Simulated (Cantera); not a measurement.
A freely propagating, adiabatic, planar premixed flame of 23.1 % H2, 15.4 % O2, 58.0 % N2, 3.47 % H2O, equivalence ratio 0.75, unburnt at 375 K and 2.30 bar; mixture-averaged transport, grid criteria slope 0.08 and curve 0.16, no radiation.

Model: the H2/O2 subset of GRI-Mech 3.0, which has no nitrogen chemistry, integrated in Cantera. The hydrogen kinetics of GRI-Mech 3.0 are dated; newer H2 mechanisms differ, most at raised pressure. Burning velocities carry a grid error of a few per cent, more on coarse grids.

x: mole fraction of selected species; z is measured from the peak of heat release.

```
z (mm)   T (K)  u (m/s)     x H2    x O2   x H2O      x H      x OH    x H2O2
-------  -----  -------  -------  ------  ------  -------  --------  --------
-0.409     375     1.52    0.231   0.154  0.0347    <1e-8     <1e-8     <1e-8
-0.272     375     1.51    0.230   0.154  0.0347    <1e-8     <1e-8   1.74e-8
-0.204     376     1.51    0.227   0.155  0.0349    <1e-8     <1e-8   1.18e-7
-0.136     382     1.52    0.218   0.157  0.0356    <1e-8     <1e-8   1.81e-6
-0.0681    491     1.87    0.177   0.160  0.0478        …   1.59e-5   6.56e-5
-0.0341    808     2.99    0.130   0.148  0.0890        …  0.000579  0.000112
0         1205     4.40   0.0785   0.117   0.156        …   0.00192   3.60e-5
0.0341    1484     5.39   0.0396  0.0829   0.215  0.00956   0.00510   6.77e-6
0.0681    1646     5.96   0.0213  0.0640   0.245  0.00960   0.00810   3.62e-6
0.136     1805     6.52   0.0115  0.0532   0.265        …   0.00997   1.89e-6
0.272     1927     6.92  0.00665  0.0495   0.277        …   0.00892   1.03e-6
0.545     1999     7.15  0.00309  0.0480   0.285        …   0.00653   5.98e-7
1.09      2034     7.26  0.00118  0.0478   0.289        …   0.00424   3.46e-7
```

Question: Fill in the missing entries.

Answer: 
- -0.0681, x H: 4.14e-6
- -0.0341, x H: 0.000795
- 0, x H: 0.00530
- 0.136, x H: 0.00599
- 0.272, x H: 0.00240
- 0.545, x H: 0.000693
- 1.09, x H: 0.000160
